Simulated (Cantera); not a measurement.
Charge: 1 mol SiHCl3, 3.7 mol HCl, 8.9 mol H2, held at 133 Pa.

These are equilibrium values from Cantera (NASA tables, ideal gas, pure condensed phases), not measurements of a reactor. Candidate condensed phases: Si; 19 gas species. The tables' values for SiCl3 are old estimates; treat these amounts as uncertain. The numbers say what is thermodynamically allowed, not how fast it happens. All values below are at 875 °C.

Base state: H2 0.691, HCl 0.237, SiCl4 0.0458, SiCl2 0.0156, SiCl3 0.00804, SiHCl3 0.00268, SiH2Cl2 1.97e-5 (mole fractions); condensed: gas only.

### Question
What changes in the equilibrium state with this change: HCl from 3.7 to 0.025 mol?

### Answer
```tsv
species	before	after
H2	0.691	0.826
HCl	0.237	0.112
SiCl2	0.0156	0.0334
SiCl4	0.0458	0.0185
SiH2Cl2	1.97e-5	5.05e-5
SiCl3	0.00804	0.00749
Si(s), mol	0	0.337
```
